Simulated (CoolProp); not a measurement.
A single-stage vapour-compression cycle with n-perfluorohexane: evaporating at 313.15 K (dew point), condensing at 337.15 K (bubble point), superheat 2 K, subcooling 2 K, compressor efficiency 0.75, no pressure losses. Each further row changes one setting.

Values from CoolProp's reference Helmholtz-energy equation of state, Gao 2022.

| case | cooling COP | pressure ratio | discharge temperature (K) | refrigerating effect (kJ/kg) | volumetric capacity (kJ/m³) |
|---|---|---|---|---|---|
| as stated | ? | 2.33 | 337.1 | 66.9 | 490 |
| evaporating temperature 318.15 K | 11.1 | ? | 337.1 | ? | 622 |
| condensing temperature 332.15 K | ? | ? | 332.2 | 72.4 | 530 |
| subcooling 7 K | 9.00 | 2.33 | 337.1 | 72.4 | 530 |
| superheat 12 K | ? | 2.33 | 337.1 | 75.5 | ? |
| compressor efficiency 0.65 | ? | 2.33 | 337.1 | 66.9 | 490 |

Task: Some entries are withheld; supply them.

Result: 
- as stated, cooling COP: 8.32
- evaporating temperature 318.15 K, pressure ratio: 1.93
- evaporating temperature 318.15 K, refrigerating effect (kJ/kg): 71.0
- condensing temperature 332.15 K, cooling COP: 11.0
- condensing temperature 332.15 K, pressure ratio: 1.98
- superheat 12 K, cooling COP: 8.72
- superheat 12 K, volumetric capacity (kJ/m³): 533
- compressor efficiency 0.65, cooling COP: 7.21

The compression ends wet for: as stated; evaporating temperature 318.15 K; condensing temperature 332.15 K; subcooling 7 K; superheat 12 K; compressor efficiency 0.65.
